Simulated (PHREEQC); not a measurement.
A PHREEQC speciation (ion-association model, phreeqc.dat) at 25 °C gives pH 1.82 and these molalities:

```json
[
 {"species": "H+", "mol/kgw": "0.0167"},
 {"species": "BF4-", "mol/kgw": "0.0154"},
 {"species": "HF", "mol/kgw": "0.00745"},
 {"species": "H3BO3", "mol/kgw": "0.00170"},
 {"species": "BF3OH-", "mol/kgw": "0.000757"},
 {"species": "F-", "mol/kgw": "0.000381"},
 {"species": "BF2(OH)2-", "mol/kgw": "0.000138"},
 {"species": "HF2-", "mol/kgw": "1.09e-5"}
]
```

Problem. What are the element totals, and what could have been dissolved in 1 kg of water to give them?

Solution. Several could match; the one computed here: totals B 0.0180, F 0.0720 mol/kgw, from 18 mmol/kgw HBF4.

Precipitation was switched off in this run. Complexes and solids missing from the database can't appear. Real BF4- forms and hydrolyses slowly; the run takes it at equilibrium.
